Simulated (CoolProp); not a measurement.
The fluid at 298.15 K and 0.203 MPa is compressed adiabatically to 0.681 MPa with isentropic efficiency 1. The same conditions are run with several fluids, on thermodynamics alone (safety and materials aside).

Model: reference Helmholtz-energy equation of state of each fluid (dimethyl ether: Wu 2011; cyclopropane: Polt 1992; C2F6 (R116): Lemmon 2006; nitrogen: Span 2000; chlorine: Thol 2021), in CoolProp. The equations of Platzer and Polt are older, rougher fits.

```tsv
fluid	work (kJ/kg)	final temperature (K)	final density (kg/m³)
dimethyl ether	[?]	[?]	11.7
cyclopropane	[?]	354.4	[?]
C2F6 (R116)	[?]	328.9	36.2
nitrogen	128	421.2	5.44
chlorine	47.8	400.1	15.0
```

Some entries are withheld; supply them.


- dimethyl ether, work (kJ/kg): 66.7
- dimethyl ether, final temperature (K): 348.3
- cyclopropane, work (kJ/kg): 74.3
- cyclopropane, final density (kg/m³): 10.4
- C2F6 (R116), work (kJ/kg): 22.1
